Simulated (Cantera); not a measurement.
An adiabatic, constant-pressure homogeneous reactor starts with 15.3 % H2, 17.8 % O2, 66.9 % N2, at 1375 K and 0.987 atm.

Detailed kinetics in Cantera: the H2/O2 subset of GRI-Mech 3.0, which has no nitrogen chemistry.

x: mole fraction; the columns are a selection and need not sum to one.

| t (s) | T (K) | x H2 | x O2 | x H2O | x OH | x HO2 | x O | x H2O2 |
|---|---|---|---|---|---|---|---|---|
| 3.00e-6 | 1375 | 0.153 | 0.178 | 1.92e-7 | 4.38e-8 | [?] | 5.93e-8 | 5.48e-10 |
| 7.00e-6 | 1375 | 0.153 | 0.178 | 5.06e-6 | 8.06e-7 | [?] | 1.10e-6 | 3.81e-9 |
| 1.63e-5 | 1378 | 0.149 | 0.175 | 0.00338 | 0.000519 | [?] | 0.000679 | 5.47e-7 |
| 3.82e-5 | 1866 | 0.0139 | 0.101 | 0.123 | 0.0178 | [?] | 0.0257 | 7.81e-7 |
| 8.91e-5 | 2164 | 0.00791 | 0.102 | 0.141 | 0.0188 | [?] | 0.0134 | 2.88e-7 |
| 0.000208 | 2321 | 0.00339 | 0.104 | 0.153 | 0.0143 | 7.08e-6 | 0.00550 | 2.10e-7 |
| 0.000486 | 2376 | 0.00170 | 0.106 | 0.158 | 0.0107 | 7.61e-6 | 0.00275 | 2.66e-7 |
| 0.00113 | 2380 | 0.00158 | 0.106 | 0.158 | 0.0104 | 7.76e-6 | 0.00255 | 2.77e-7 |
| 0.00265 | 2380 | 0.00158 | 0.106 | 0.158 | 0.0104 | 7.76e-6 | 0.00255 | 2.77e-7 |
| 0.00618 | 2380 | 0.00158 | 0.106 | 0.158 | 0.0104 | 7.76e-6 | 0.00255 | 2.77e-7 |
| 0.0144 | 2380 | 0.00158 | 0.106 | 0.158 | 0.0104 | 7.76e-6 | 0.00255 | 2.77e-7 |
| 0.0337 | 2380 | 0.00158 | 0.106 | 0.158 | 0.0104 | 7.76e-6 | 0.00255 | 2.77e-7 |
| 0.0786 | 2380 | 0.00158 | 0.106 | 0.158 | 0.0104 | 7.76e-6 | 0.00255 | 2.77e-7 |
| 0.183 | 2380 | 0.00158 | 0.106 | 0.158 | 0.0104 | 7.76e-6 | 0.00255 | 2.77e-7 |
| 0.428 | 2380 | 0.00158 | 0.106 | 0.158 | 0.0104 | 7.76e-6 | 0.00255 | 2.77e-7 |
| 1.00 | 2380 | 0.00158 | 0.106 | 0.158 | 0.0104 | 7.76e-6 | 0.00255 | 2.77e-7 |

Question: Fill in the missing entries.

Answer: 
- 3.00e-6, x HO2: 1.11e-7
- 7.00e-6, x HO2: 4.95e-7
- 1.63e-5, x HO2: 4.88e-5
- 3.82e-5, x HO2: 2.71e-5
- 8.91e-5, x HO2: 1.16e-5
